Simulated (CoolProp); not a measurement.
n-hexane along the isobar 0.557 MPa: density (kg/m³) from the reference equation and from simpler models built on Tc = 507.8 K, pc = 3.044 MPa, ω = 0.300; each cubic takes its own stable root.

The numbers come from the reference Helmholtz-energy equation of state, Thol 2019 in CoolProp.

```csv
T (K),phase,reference
194,liquid,745.1
200.3,liquid,739.8
206.7,liquid,734.4
213,liquid,729.1
219.4,liquid,723.7
225.7,liquid,718.3
232.1,liquid,712.9
238.4,liquid,707.6
244.8,liquid,702.1
251.1,liquid,696.7
257.5,liquid,691.2
263.9,liquid,685.7
270.2,liquid,680.2
276.6,liquid,674.6
282.9,liquid,669.0
```

Question: How far does each simpler model (van der Waals, Redlich-Kwong, Soave-Redlich-Kwong, Peng-Robinson) lie from the reference over these 15 states: mean and median of the absolute difference, and the worst?

Answer: 
- van der Waals: mean 41.4 %, median 41.4 %, worst -41.9 % at 194 K and 0.557 MPa
- Redlich-Kwong: mean 13.0 %, median 12.9 %, worst -13.4 % at 194 K and 0.557 MPa
- Soave-Redlich-Kwong: mean 11.0 %, median 10.9 %, worst -12.2 % at 194 K and 0.557 MPa
- Peng-Robinson: mean 0.8 %, median 0.8 %, worst -1.6 % at 194 K and 0.557 MPa
